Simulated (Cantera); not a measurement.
Cantera run:

```python
import numpy as np
import cantera as ct

gas_names = """
    AL ALC ALH ALO ALOH ALO2 ALO2H AL2 AL2O AL2O2 C CH CH2 CH3 CH2OH CH3O CH4 CH3OH CO CO2 COOH C2 C2H
    CHCO,ketyl C2H2,acetylene C2H2,vinylidene CH2CO,ketene C2H3,vinyl CH3CO,acetyl C2H4 C2H4O,ethylen
    CH3CHO,ethanal CH3COOH (HCOOH)2 C2H5 C2H6 CH3OCH3 C2H5OH C2O C3 C3H3,propargyl C3H4,allene
    C3H4,propyne C3H4,cyclo- C3H5,allyl C3H6,propylene C3H6,cyclo- C3H6O C3H7,n-propyl C3H7,i-propyl
    C3H8 C3H8O,1propanol C3H8O,2propanol C3O2 C4 C4H2 C4H4,1,3-cyclo- C4H6,butadiene C4H6,2-butyne
    C4H6,cyclo- C4H8,1-butene C4H8,cis2-buten C4H8,tr2-butene C4H8,isobutene C4H8,cyclo- (CH3COOH)2
    C4H9,n-butyl C4H9,i-butyl C4H9,s-butyl C4H9,t-butyl C4H10,isobutane C4H10,n-butane C5 C5H6,1,3cyclo-
    C5H8,cyclo- C5H10,1-pentene C5H10,cyclo- C5H11,pentyl C5H11,t-pentyl C5H12,n-pentane C5H12,i-pentane
    CH3C(CH3)2CH3 C6H2 C6H5,phenyl C6H5O,phenoxy C6H6 C6H5OH,phenol C6H10,cyclo- C6H12,1-hexene
    C6H12,cyclo- C6H13,n-hexyl C7H7,benzyl C7H8 C7H8O,cresol C7H14,1-heptene C7H15,n-heptyl
    C7H16,n-heptane C8H8,styrene C8H10,ethylbenz C8H16,1-octene C8H17,n-octyl C8H18,isooctane
    C8H18,n-octane C9H19,n-nonyl C10H8,naphthale C10H21,n-decyl C12H9,o-bipheny C12H10,bipheny H HALO
    HCO HO2 H2 HCHO,formaldehy HCOOH H2O H2O2 O OH O2 O3
""".split()
cond_names = """
    AL(cr) AL(L) AL2O3(a) AL2O3(L) C(gr) C6H6(L) C7H8(L) C8H18(L),n-octa H2O(s) H2O(L)
""".split()


def load(file, names, dense=False):
    # The tables refer to 1 bar. Condensed volumes are neglected.
    table = {s.name: s for s in ct.Species.list_from_file(file)}
    out = []
    for n in names:
        d = dict(table[n].input_data)
        d["thermo"] = dict(d["thermo"], **{"reference-pressure": 1e5})
        if dense:
            d["equation-of-state"] = {"model": "constant-volume", "density": "1e6 g/cm^3"}
        out.append(ct.Species.from_dict(d))
    return out


gas = ct.Solution(thermo="ideal-gas", species=load("nasa_gas.yaml", gas_names))
cond = {s.name: ct.Solution(thermo="fixed-stoichiometry", species=[s], name=s.name)
        for s in load("nasa_condensed.yaml", cond_names, dense=True)}
atoms = {
    'Al(CH3)3': {'AL': 1, 'C': 3, 'H': 9},
    'O2': {'O': 2},
    'H2': {'H': 2},
}
top_T = {'C(gr)': 4500}  # K; cautious upper limits of use, not melting points


def equilibrate(T, P, feed):
    n = {}
    for name, mol in feed.items():
        for a, k in atoms[name].items():
            n[a] = n.get(a, 0.0) + k * mol
    gas.TPX = T, P, n
    mass = sum(n.values()) * gas.mean_molecular_weight
    gas.equilibrate("TP")
    valid = [c for c in cond.values() if c.min_temp <= T <= top_T.get(c.name, c.max_temp)]
    mix = ct.Mixture([(gas, mass / gas.mean_molecular_weight)] + [(c, 0.0) for c in valid])
    mix.T, mix.P = T, P
    mix.equilibrate("TP", solver="vcs", rtol=1e-11, max_steps=5000)
    return mix


results = []
feed = {'Al(CH3)3': 1, 'O2': 18, 'H2': 690}  # mol
T = 1248.15  # K
P = 810  # Pa
mix = equilibrate(T, P, feed)
results.append((T, P, feed, dict(zip(mix.species_names, mix.species_moles))))
print(gas.report(threshold=1e-05))
for i in range(1, mix.n_phases):
    print(f"{mix.phase(i).name:16s} {mix.phase_moles(i):12.5e} mol")
```

Result:

```
       temperature   1248.2 K
          pressure   810 Pa
           density   0.00022247 kg/m^3
  mean mol. weight   2.8503 kg/kmol
   phase of matter   gas

                          1 kg             1 kmol
                     ---------------   ---------------
          enthalpy        6.0694e+06          1.73e+07  J
   internal energy        2.4286e+06        6.9222e+06  J
           entropy             76576        2.1827e+05  J/K
    Gibbs function       -8.9508e+07       -2.5513e+08  J
 heat capacity c_p             11196             31914  J/K
 heat capacity c_v            8279.4             23599  J/K

                      mass frac. Y      mole frac. X     chem. pot. / RT
                     ---------------   ---------------   ---------------
                CO          0.041019         0.0041741           -47.157
               CO2           0.00196        0.00012694           -81.027
                H2           0.67239           0.95066           -22.951
               H2O           0.28463          0.045034           -56.821
     [ +117 minor]        1.8137e-06        5.0758e-06

AL(L)             0.00000e+00 mol
AL2O3(a)          5.00000e-01 mol
C(gr)             0.00000e+00 mol
```

Equilibrium computed with Cantera from the NASA thermochemical tables; the gas is ideal and each condensed phase is pure. The feed counts by its element totals alone.
